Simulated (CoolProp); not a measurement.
Values from CoolProp's reference Helmholtz-energy equation of state, Lemmon 2006. It is a short technical equation, of lower accuracy than the large ones.

Problem. Give the vapour pressure (MPa), liquid density (kg/m³), vapour density (kg/m³), liquid cp (kJ/(kg K)) of saturated carbon monoxide at -183.55, -163.05 °C.

Solution. 
```tsv
T (°C)	p (MPa)	liquid density (kg/m³)	vapour density (kg/m³)	liquid cp (kJ/(kg K))
-183.55	0.230	757	9.33	2.19
-163.05	1.07	647	42.0	2.56
```
